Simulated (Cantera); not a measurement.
Input: 1 mol CS2, 9.2 mol H2, at 798.15 K and 0.890 bar.

Equilibrium computed with Cantera from the NASA thermochemical tables; the gas is ideal and each condensed phase is pure. Candidate condensed phases: C, C6H6, C7H8, C8H18, S; 83 gas species. Equilibrium is a limit: real reactors are often held back by kinetics, nucleation or transport.

Base state: H2 0.634, H2S 0.244, CH4 0.122 (mole fractions); condensed: gas only.

Q: What changes in the equilibrium state with this change: temperature from 798.15 K to 1750 K?

A: 
| species | before | after |
|---|---|---|
| H2 | 0.634 | 0.845 |
| H2S | 0.244 | 0.0979 |
| CS2 | 1.01e-7 | 0.0421 |
| CH4 | 0.122 | 0.000580 |
| CS | <1e-9 | 0.00181 |
| SH | 1.33e-8 | 0.00332 |
| S2 | 3.90e-8 | 0.00912 |
| C(graphite), mol | 0 | 0.565 |
